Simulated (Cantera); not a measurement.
What does this Cantera script print?

```python
import numpy as np
import cantera as ct

gas_names = """
    Br Br2 H HBr H2 Si SiBr SiBr2 SiBr3 SiBr4 SiH SiHBr3 SiH2 SiH2Br2 SiH3 SiH3Br SiH4 Si2 Si3
""".split()
cond_names = """
    Br2(cr) Br2(L) Si(cr) Si(L)
""".split()


# ... load() reads the species with a 1 bar reference pressure and builds the phases ...
atoms = {
    'Si': {'Si': 1},
    'Br2': {'Br': 2},
    'H2': {'H': 2},
}
top_T = {}  # K; cautious upper limits of use, not melting points


# ... equilibrate(T, P, feed) seeds the gas with the atoms and calls Mixture.equilibrate('TP', solver="vcs", rtol=1e-11, max_steps=5000) ...
results = []
T = 1225  # K
P = 1000  # Pa
for m in [0.93, 1.1, 1.3, 1.5, 1.7, 2, 2.4, 2.8, 3.3, 3.8]:
    feed = {'Si': 1, 'Br2': m, 'H2': 14}  # mol
    mix = equilibrate(T, P, feed)
    results.append((T, P, feed, dict(zip(mix.species_names, mix.species_moles))))

top = {s: max(r[3][s] / sum(r[3][g] for g in gas_names) for r in results) for s in gas_names}
cols = sorted((s for s in top if top[s] > 0.0001), key=lambda s: -top[s])[:7]
seen = [c for c in cond_names if any(r[3].get(c, 0) > 1e-12 for r in results)]
print("log10 of partial pressures in bar; condensed amounts in mol")
print(f"{'n(Br2)':>10s}" + "".join(f"{s[:9]:>10s}" for s in cols + seen))
for T, P, feed, n in results:
    ng = sum(n[g] for g in gas_names)
    print(f"{feed['Br2']:10.4g}" + "".join(f"{np.log10(max(n[s] / ng * P / 1e5, 1e-99)):10.3f}" for s in cols)
          + "".join(f"{n.get(c, 0):10.4g}" for c in seen))
```

Output:

```
log10 of partial pressures in bar; condensed amounts in mol
    n(Br2)        H2       HBr     SiBr2     SiBr4     SiBr3    SiHBr3        Br    Si(cr)
      0.93    -2.048    -3.053    -3.823    -5.000    -5.300    -5.720    -5.981    0.7506
       1.1    -2.056    -3.006    -3.722    -4.797    -5.148    -5.572    -5.930    0.6752
       1.3    -2.064    -2.962    -3.626    -4.606    -5.005    -5.432    -5.882    0.5807
       1.5    -2.072    -2.927    -3.549    -4.450    -4.888    -5.320    -5.843    0.4814
       1.7    -2.079    -2.899    -3.484    -4.321    -4.791    -5.226    -5.811    0.3783
         2    -2.089    -2.864    -3.404    -4.161    -4.671    -5.112    -5.771    0.2184
       2.4    -2.103    -2.828    -3.322    -3.994    -4.546    -4.993    -5.729         0
       2.8    -2.122    -2.734    -3.379    -3.842    -4.499    -4.956    -5.624         0
       3.3    -2.147    -2.642    -3.455    -3.711    -4.471    -4.941    -5.520         0
       3.8    -2.173    -2.569    -3.536    -3.619    -4.466    -4.949    -5.434         0
```

Equilibrium computed with Cantera from the NASA thermochemical tables; the gas is ideal and each condensed phase is pure. The tables' values for SiBr3 are old estimates; treat these amounts as uncertain.
